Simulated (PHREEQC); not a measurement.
## Metal-bearing waste water (model solution)

Solution (20 °C): 0.0038 mol/kgw ZnSO4, 0.00014 mol/kgw ZnCl2, 0.00011 mol/kgw NaF and 0.00043 mol/kgw NaCl. Closed to the air; pH follows from the charge balance.

All values are PHREEQC results (ion-association model, wateq4f.dat), not measurements.

Each row changes one thing in this solution. No solid was allowed to form.

```tsv
case	pH	ionic strength (mol/kgw)	Zn+2 (mol/kgw)	SO4-2 (mol/kgw)	ZnSO4 (mol/kgw)	Zn(SO4)2-2 (mol/kgw)	SI of Zincite(c) (ZnO)	SI of Zn(OH)2-e (Zn(OH)2)
as made	5.95	0.0127	0.00307	0.00291	0.000840	2.09e-5	-2.21	-2.29
diluted 5-fold with water	?	0.00295	0.000716	0.000689	7.01e-5	4.10e-7	-2.29	-2.37
ZnCl2 from 0.00014 to 0.000154 mol/kgw	5.95	0.0127	0.00308	0.00291	0.000841	2.10e-5	-2.21	-2.29
0.0038 mol/kgw AgNO3 added	5.96	0.0160	0.00314	0.00288	0.000776	1.92e-5	-2.21	-2.29
NaF from 0.00011 to 5.5e-05 mol/kgw	5.94	0.0126	0.00307	0.00291	0.000841	2.10e-5	-2.23	-2.31
NaCl from 0.00043 to 0.00215 mol/kgw	5.94	0.0145	0.00310	0.00293	0.000809	2.03e-5	-2.23	-2.32
NaCl from 0.00043 to 4.3e-05 mol/kgw	5.96	0.0123	0.00307	0.00291	0.000847	2.11e-5	-2.20	-2.29
ZnSO4 from 0.0038 to 0.0019 mol/kgw	?	0.00730	0.00172	0.00158	0.000307	4.14e-6	-2.23	-2.32
```

Q: Some entries are withheld; supply them.

A: 
- diluted 5-fold with water, pH: 6.19
- ZnSO4 from 0.0038 to 0.0019 mol/kgw, pH: 6.05

Some of these states are supersaturated (in Cerargyrite, for instance).
